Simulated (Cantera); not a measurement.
Input: 1 mol (CH₃)₂SiCl₂, 1.2 mol C₂H₂, 17 mol H₂, held at 10.0 Torr.

Cantera equilibrium calculation (NASA polynomials, part measured and part estimated; ideal gas, pure solids and liquids). Candidate condensed phases: C, C₆H₆, C₇H₈, C₈H₁₈, Si, SiC; 109 gas species. The feed counts by its element totals alone. The tables' values for SiCl are old estimates; treat these amounts as uncertain. Gases not in the tables: Si₂H₆ and higher silanes. Rates play no part. All values below are at 2473 K.

Base state: H₂ 0.715, H 0.163, HCl 0.0656, Si 0.0271, Cl 0.0106, C₂H₂ (acetylene) 0.00690, SiC₂ 0.00649, Si₂C 0.00150 (mole fractions); condensed: C(graphite).

Question: What changes in the equilibrium state with this change: pressure from 10.0 Torr to 24.0 Torr?

Answer: 
```tsv
species	before	after
H₂	0.715	0.769
H	0.163	0.109
HCl	0.0656	0.0694
Cl	0.0106	0.00698
Si	0.0271	0.0243
C₃	2.44e-5	1.02e-5
SiH₂	6.19e-5	0.000143
SiCl₂	0.000844	0.00189
C(graphite), mol	3.67	3.67
```
